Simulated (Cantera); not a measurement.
What does this Cantera script print?

```python
import numpy as np
import cantera as ct

gas_names = """
    N NO NO2 NO3 N2 N2O O O2 O3 Si SiN SiO SiO2 Si2 Si2N Si3
""".split()
cond_names = """
    Si(cr) Si(L) SiO2(Lqz) SiO2(hqz) SiO2(L) Si2N2O(s) Si3N4(a)
""".split()


# ... load() reads the species with a 1 bar reference pressure and builds the phases ...
atoms = {
    'Si': {'Si': 1},
    'O2': {'O': 2},
    'N2': {'N': 2},
}
top_T = {'Si2N2O(s)': 2100, 'Si3N4(a)': 2400}  # K; cautious upper limits of use, not melting points


# ... equilibrate(T, P, feed) seeds the gas with the atoms and calls Mixture.equilibrate('TP', solver="vcs", rtol=1e-11, max_steps=5000) ...
results = []
feed = {'Si': 1, 'O2': 0.0037, 'N2': 120}  # mol
T = 1100  # K
P = 133.322  # Pa
mix = equilibrate(T, P, feed)
results.append((T, P, feed, dict(zip(mix.species_names, mix.species_moles))))
x = sorted(zip(gas.X, gas.species_names), reverse=True)
print(f"T = {T:g} K  P = {P:g} Pa  gas = {mix.phase_moles(0):.4g} mol")
print("   x: " + "  ".join(f"{s} {v:.3e}" for v, s in x if v > 1e-06))
print("   condensed (mol): " + ("  ".join(f"{mix.phase(i).name} {mix.phase_moles(i):.4g}"
      for i in range(1, mix.n_phases) if mix.phase_moles(i) > 1e-12) or "none"))
```

It prints:

```
T = 1100 K  P = 133.322 Pa  gas = 119.3 mol
   x: N2 1.000e+00
   condensed (mol): Si2N2O(s) 0.0074  Si3N4(a) 0.3284
```

Equilibrium computed with Cantera from the NASA thermochemical tables; the gas is ideal and each condensed phase is pure. N2 is the only nitrogen source here; it is nearly inert below about 1500 K, so the nitride shown seldom forms there in practice. Mutual solubility and eutectic melting of coexisting phases are not modelled.
